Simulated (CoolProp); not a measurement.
R114 along the isotherm 20.55 °C: density (kg/m³) from the reference equation and from simpler models built on Tc = 147.5 °C, pc = 33.52 bar, ω = 0.252; each cubic takes its own stable root.

The numbers come from the reference Helmholtz-energy equation of state, Platzer 1990 in CoolProp. This equation is an older, rougher fit; its heat capacities, sound speeds and derivatives of the liquid may be far off and weren't checked against measurements.

```tsv
p (bar)	phase	reference
10.5	liquid	1472
21	liquid	1476
31.4	liquid	1481
41.9	liquid	1485
52.4	liquid	1489
62.9	liquid	1493
73.3	liquid	1496
83.8	liquid	1500
```

Problem. How far does each simpler model (Redlich-Kwong, Peng-Robinson) lie from the reference over these 8 states: mean and median of the absolute difference, and the worst?

Solution. 
- Redlich-Kwong: mean 6.1 %, median 6.1 %, worst -7.2 % at 20.55 °C and 10.5 bar
- Peng-Robinson: mean 9.5 %, median 9.5 %, worst +9.9 % at 20.55 °C and 83.8 bar
